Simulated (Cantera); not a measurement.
Input: 1 mol SiF4, 0.16 mol O3, held at 1148 K and 0.0100 bar.

Equilibrium computed with Cantera from the NASA thermochemical tables; the gas is ideal and each condensed phase is pure. Candidate condensed phases: Si, SiO2; 17 gas species. Equilibrium is a limit: real reactors are often held back by kinetics, nucleation or transport.

Base state: SiF4 0.806, O2 0.194 (mole fractions); condensed: gas only.

Question: What changes in the equilibrium state with this change: 0.016 mol Cl2 added?

Answer: 
```csv
species,before,after
SiF4,0.806,0.795
O2,0.194,0.191
Cl2,0,0.0113
Cl,0,0.00285
```
